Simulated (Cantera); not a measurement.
Input (Python, Cantera):

```python
import numpy as np
import cantera as ct

gas = ct.Solution("gri30.yaml")
gas.TPX = 925, 34000, {'H2': 0.97, 'O2': 1, 'N2': 11}
reactor = ct.IdealGasConstPressureReactor(gas, energy="off", clone=False)
net = ct.ReactorNet([reactor])
net.rtol, net.atol = 1e-08, 1e-18
show = ['H2', 'O2', 'H2O2', 'NO', 'N2O', 'H', 'H2O']
times = np.geomspace(2e-05, 10, 15)

steps = ct.SolutionArray(gas, extra=["t"])
rows = []
print(f"{'t/s':>10s}{'T/K':>9s}{'P/Pa':>11s}" + "".join(f"{s:>11s}" for s in show))
for t in times:
    while net.time < t:
        t_next = net.step()
        steps.append(gas.state, t=t_next)
    rows.append([np.interp(t, steps.t, y) for y in (steps.T, steps.P, *steps(*show).X.T)])
    print(f"{t:10.3e}{rows[-1][0]:9.1f}{rows[-1][1]:11.4g}" + "".join(f"{x:11.3e}" for x in rows[-1][2:]))
rate = np.gradient(steps.T, steps.t)
print("integrator steps:", len(steps.t))
if steps.T.max() > steps.T[0] + 200:
    print(f"time of steepest temperature rise: {steps.t[rate.argmax()]:.4e} s")
gas.TPX = 925, 34000, {'H2': 0.97, 'O2': 1, 'N2': 11}
gas.equilibrate("TP")
print(f"equilibrium (TP): T = {gas.T:.1f} K  " + "  ".join(f"{s} {gas[s].X[0]:.3e}" for s in show))
```

It prints:

```
       t/s      T/K       P/Pa         H2         O2       H2O2         NO        N2O          H        H2O
 2.000e-05    925.0    3.4e+04  7.479e-02  7.710e-02  2.381e-16  1.180e-27  1.308e-20  2.892e-12  2.329e-13
 5.106e-05    925.0    3.4e+04  7.479e-02  7.710e-02  1.667e-15  1.992e-26  1.515e-19  7.553e-12  2.125e-12
 1.304e-04    925.0    3.4e+04  7.479e-02  7.710e-02  1.308e-14  3.507e-25  1.639e-18  2.420e-11  1.945e-11
 3.328e-04    925.0    3.4e+04  7.479e-02  7.710e-02  1.455e-13  1.373e-23  2.130e-17  1.364e-10  2.356e-10
 8.498e-04    925.0    3.4e+04  7.479e-02  7.710e-02  6.209e-12  1.489e-20  9.692e-16  4.373e-09  1.052e-08
 2.170e-03    925.0    3.4e+04  7.467e-02  7.704e-02  1.584e-07  6.605e-13  6.119e-12  3.192e-05  9.150e-05
 5.539e-03    925.0    3.4e+04  5.505e-03  4.385e-02  1.151e-06  1.634e-07  7.611e-09  8.876e-05  7.189e-02
 1.414e-02    925.0    3.4e+04  2.649e-03  4.250e-02  2.870e-06  1.573e-07  9.602e-09  5.897e-06  7.492e-02
 3.611e-02    925.0    3.4e+04  1.943e-03  4.217e-02  7.600e-06  1.274e-07  1.041e-08  7.308e-07  7.566e-02
 9.218e-02    925.0    3.4e+04  1.589e-03  4.200e-02  1.320e-05  1.021e-07  1.093e-08  3.150e-07  7.603e-02
 2.354e-01    925.0    3.4e+04  1.096e-03  4.176e-02  1.341e-05  8.632e-08  1.179e-08  1.714e-07  7.654e-02
 6.009e-01    925.0    3.4e+04  5.501e-04  4.151e-02  7.658e-06  6.407e-08  1.311e-08  6.267e-08  7.711e-02
 1.534e+00    925.0    3.4e+04  1.795e-04  4.133e-02  2.024e-06  3.802e-08  1.452e-08  1.252e-08  7.750e-02
 3.917e+00    925.0    3.4e+04  4.394e-05  4.127e-02  2.334e-07  1.721e-08  1.534e-08  1.326e-09  7.765e-02
 1.000e+01    925.0    3.4e+04  1.146e-05  4.125e-02  2.124e-08  8.026e-09  1.560e-08  1.258e-10  7.768e-02
integrator steps: 1735
equilibrium (TP): T = 925.0 K  H2 5.160e-12  O2 4.125e-02  H2O2 9.188e-12  NO 6.046e-06  N2O 3.331e-10  H 1.021e-15  H2O 7.769e-02
```

Detailed kinetics in Cantera: GRI-Mech 3.0 (53 species, 325 reactions). Below about 950 K walls govern HO2 and H2O2 in real vessels. The temperature is held fixed by assumption; the heat of reaction is taken as removed at once.
